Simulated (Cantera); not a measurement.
Charge: 1 mol CH₄, 5.1 mol H₂, 0.34 mol NH₃, equilibrated at 773.15 K and 0.320 bar.

Equilibrium computed with Cantera from the NASA thermochemical tables; the gas is ideal and each condensed phase is pure. Candidate condensed phases: C, C₆H₆, C₇H₈, C₈H₁₈; 92 gas species. Kinetics and transport are ignored.

Base state: H₂ 0.827, CH₄ 0.148, N₂ 0.0250, NH₃ 0.000151 (mole fractions); condensed: gas only.

Q: What changes in the equilibrium state with this change: temperature from 773.15 K to 1898 K?

A: 
```tsv
species	before	after
H₂	0.827	0.976
N₂	0.0250	0.0211
HCN	2.14e-9	0.00139
CH₄	0.148	0.000172
H	<1e-9	0.00136
C₂H₂ (acetylene)	<1e-9	0.000367
HNC	<1e-9	6.48e-5
C(graphite), mol	0	0.982
```

Q: What changes in the equilibrium state with this change: pressure from 0.320 bar to 58.0 mbar?

A: 
| species | before | after |
|---|---|---|
| H₂ | 0.827 | 0.881 |
| CH₄ | 0.148 | 0.0951 |
| N₂ | 0.0250 | 0.0239 |
| NH₃ | 0.000151 | 2.93e-5 |
| C(graphite), mol | 0 | 0.325 |
